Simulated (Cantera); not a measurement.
Charge: 1 mol acetone, a varied amount of H₂, at 2.40 bar.

Method: chemical equilibrium by Gibbs-energy minimisation in Cantera with the NASA 1993 tables (ideal gas, pure condensed phases). Candidate condensed phases: C, C₆H₆, C₇H₈, C₈H₁₈, H₂O; 110 gas species. The feed counts by its element totals alone. Rates play no part.

Stable condensed phases, one row left out:

```
T in °C \ n(H₂) in mol
         1.2 2.2 4.1 7.7  14  27  50
   1477    A   A   A   A   A   A   A
   1377    A   A   A   A   A   A   A
   1277    A   A   A   A   A   A   A
   1177    A   A   A   A   A   A   A
   1077    A   A   A   A   A   A   A
    977    A   A   A   A   A   A   A
    877    A   A   A   A   A   A   B
    777    A   A   A   A   A   B   B
    577    A   A   A   B   B   B   B
    477    A   A   A   B   B   B   B
```

A: C; B: gas only.

Problem. Give the row for 677 °C.

Solution. 1.2: C; 2.2: C; 4.1: C; 7.7: C; 14: gas only; 27: gas only; 50: gas only.
